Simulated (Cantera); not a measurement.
Input (Python, Cantera):

```python
import numpy as np
import cantera as ct

gas = ct.Solution("gri30.yaml")
gas.TPX = 1748, 500000, {'CH4': 1, 'CO2': 0.62}
inlet = ct.Reservoir(gas, clone=True)

reactor = ct.IdealGasConstPressureReactor(gas, energy="off", clone=False)
exhaust = ct.Reservoir(gas, clone=True)
tau = [18, 4.5, 1.1, 0.28, 0.071, 0.018, 0.0045][0]
for a, b in ((inlet, reactor), (reactor, exhaust)):
    ct.MassFlowController(a, b, mdot=lambda t: reactor.mass / tau)
net = ct.ReactorNet([reactor])
show = ['CH4', 'CO2', 'H2O', 'OH', 'H2']

rows = []
print(f"{'tau/s':>10s}{'T/K':>9s}" + "".join(f"{s:>11s}" for s in show))
for tau in [18, 4.5, 1.1, 0.28, 0.071, 0.018, 0.0045]:
    net.initial_time = 0.0
    net.advance(30 * tau)
    before = gas.X
    net.advance(40 * tau)
    drift = np.max(np.abs(gas.X - before) / (gas.X + 1e-9))
    rows.append([gas.T, *gas[show].X, drift])
    print(f"{tau:10.3e}{gas.T:9.1f}" + "".join(f"{x:11.3e}" for x in gas[show].X))
```

Result:

```
     tau/s      T/K        CH4        CO2        H2O         OH         H2
 1.800e+01   1748.0  3.392e-02  1.003e-03  4.584e-03  3.809e-08  5.206e-01
 4.500e+00   1748.0  3.600e-02  3.355e-03  1.519e-02  1.275e-07  5.086e-01
 1.100e+00   1748.0  4.108e-02  9.295e-03  4.087e-02  3.521e-07  4.796e-01
 2.800e-01   1748.0  5.122e-02  2.050e-02  8.301e-02  7.465e-07  4.304e-01
 7.100e-02   1748.0  7.339e-02  4.134e-02  1.309e-01  1.244e-06  3.652e-01
 1.800e-02   1748.0  1.247e-01  8.855e-02  1.487e-01  1.482e-06  3.025e-01
 4.500e-03   1748.0  2.339e-01  1.910e-01  9.692e-02  1.046e-06  2.532e-01
```

Model: GRI-Mech 3.0 (53 species, 325 reactions), integrated in Cantera. GRI-Mech 3.0 stops at C3 and has no aromatics, soot or wall deposition, so with more carbon than oxygen in the feed, carbon stays in small species such as C2H2 where larger ones or solid carbon would form.
